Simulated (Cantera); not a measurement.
A perfectly stirred reactor is fed with C₃H₈ : O₂ : N₂ : H₂O = 1 : 3.33 : 31.7 : 1.1 (molar parts), at 4.64 atm; it is adiabatic with a 625 K inlet, and is followed from long to short residence time, starting on the burning branch (τ in s: 0.42, 0.14, 0.048, 0.016, 0.0054, 0.0018, 0.00061, 0.00021, 7e-05).

Cantera simulation using GRI-Mech 3.0 (53 species, 325 reactions); the numbers are that mechanism's predictions, not measurements. GRI-Mech 3.0 was tuned for natural gas; its chemistry of propane as a main component is partial and can be far from experiment.

**Question.** Predict: blow-out, bracketed by the residence times tried; x(C₃H₈) at τ = 0.420 s; x(O₂) at τ = 0.420 s; x(H₂O) at τ = 0.420 s; x(C₂H₂) at τ = 0.420 s; x(NO) at τ = 0.420 s; x(C₃H₈) at τ = 5.40 ms; x(O₂) at τ = 5.40 ms; x(H₂O) at τ = 5.40 ms; x(C₂H₂) at τ = 5.40 ms; x(NO) at τ = 5.40 ms.

**Answer.** 
```json
{
 "blow_out_bracketed_by_the_residence_times_tried": "burning at 5.40 ms, out at 1.80 ms",
 "x(C₃H₈) at τ = 0.420 s": "6.98e-6",
 "x(O₂) at τ = 0.420 s": "0.000788",
 "x(H₂O) at τ = 0.420 s": "0.0946",
 "x(C₂H₂) at τ = 0.420 s": "0.00329",
 "x(NO) at τ = 0.420 s": "1.16e-8",
 "x(C₃H₈) at τ = 5.40 ms": "0.000673",
 "x(O₂) at τ = 5.40 ms": "0.0159",
 "x(H₂O) at τ = 5.40 ms": "0.0893",
 "x(C₂H₂) at τ = 5.40 ms": "0.000443",
 "x(NO) at τ = 5.40 ms": "3.96e-9"
}
```
